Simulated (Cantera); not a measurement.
Charge: 1 mol FeS2, a varied amount of H2, 4.5 mol N2, equilibrated at 1073 K and 133 Pa.

Method: chemical equilibrium by Gibbs-energy minimisation in Cantera with the NASA 1993 tables (ideal gas, pure condensed phases). Candidate condensed phases: Fe, FeS, FeS2, S; 16 gas species. FeS: taken at fixed stoichiometry. Equilibrium is a limit: real reactors are often held back by kinetics, nucleation or transport.

Task: At 61 mol H2, list the 5 most abundant gas species with their mole fractions, and the condensed phases.

Result: H2 0.916, N2 0.0687, H2S 0.0152, S2 4.86e-5, SH 1.01e-5. Condensed: FeS(s).
